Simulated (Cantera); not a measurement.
What does this Cantera script print?

```python
import numpy as np
import cantera as ct

gas_names = """
    H HNO HNO2 HNO3 HO2 H2 H2O H2O2 N NH NH2 NH3 NH2OH NO NO2 NO3 N2 N2H2 N2H4 N2O O OH O2 O3 Si SiH
    SiH2 SiH3 SiH4 SiN SiO SiO2 Si2 Si2N Si3
""".split()
cond_names = """
    H2O(s) H2O(L) Si(cr) Si(L) SiO2(Lqz) SiO2(hqz) SiO2(L) Si2N2O(s) Si3N4(a)
""".split()


# ... load() reads the species with a 1 bar reference pressure and builds the phases ...
atoms = {
    'Si3N4': {'Si': 3, 'N': 4},
    'O2': {'O': 2},
    'H2': {'H': 2},
}
top_T = {'Si2N2O(s)': 2100, 'Si3N4(a)': 2400}  # K; cautious upper limits of use, not melting points


# ... equilibrate(T, P, feed) seeds the gas with the atoms and calls Mixture.equilibrate('TP', solver="vcs", rtol=1e-11, max_steps=5000) ...
results = []
feed = {'Si3N4': 1, 'O2': 0.11, 'H2': 1.8}  # mol
P = 20  # Pa
for T in [1325, 1375, 1425, 1475, 1525, 1575, 1625, 1675, 1725, 1775]:
    mix = equilibrate(T, P, feed)
    results.append((T, P, feed, dict(zip(mix.species_names, mix.species_moles))))

top = {s: max(r[3][s] / sum(r[3][g] for g in gas_names) for r in results) for s in gas_names}
cols = sorted((s for s in top if top[s] > 0.001), key=lambda s: -top[s])[:5]
seen = [c for c in cond_names if any(r[3].get(c, 0) > 1e-12 for r in results)]
print("log10 of partial pressures in bar; condensed amounts in mol")
print(f"{'T/K':>10s}" + "".join(f"{s[:9]:>10s}" for s in cols + seen))
for T, P, feed, n in results:
    ng = sum(n[g] for g in gas_names)
    print(f"{T:10.4g}" + "".join(f"{np.log10(max(n[s] / ng * P / 1e5, 1e-99)):10.3f}" for s in cols)
          + "".join(f"{n.get(c, 0):10.4g}" for c in seen))
```

Result:

```
log10 of partial pressures in bar; condensed amounts in mol
       T/K        H2        N2       SiO         H        Si    Si(cr)     Si(L) Si2N2O(s)  Si3N4(a)
      1325    -3.716    -5.106    -8.466    -7.645   -10.636         0         0      0.22    0.8533
      1375    -3.716    -5.106    -7.634    -7.323    -9.644         0         0    0.2198    0.8534
      1425    -3.722    -5.000    -6.897    -7.027    -8.793   0.03169         0    0.2188    0.8432
      1475    -3.768    -4.542    -6.331    -6.771    -8.240    0.3419         0    0.2151     0.741
      1525    -3.916    -4.114    -5.803    -6.584    -7.724     1.588         0    0.1967    0.3316
      1575    -4.043    -4.003    -5.021    -6.403    -7.241     2.747         0   0.03138         0
      1625    -4.051    -4.003    -4.962    -6.177    -6.788     2.777         0         0         0
      1675    -4.053    -4.004    -4.963    -5.962    -6.363     2.771         0         0         0
      1725    -4.056    -4.006    -4.965    -5.759    -5.993         0     2.758         0         0
      1775    -4.063    -4.010    -4.969    -5.570    -5.659         0     2.733         0         0
```

Method: chemical equilibrium by Gibbs-energy minimisation in Cantera with the NASA 1993 tables (ideal gas, pure condensed phases). Mutual solubility and eutectic melting of coexisting phases are not modelled. The tables' values for SiN are old estimates; treat these amounts as uncertain. Gases not in the tables: Si2H6 and higher silanes.
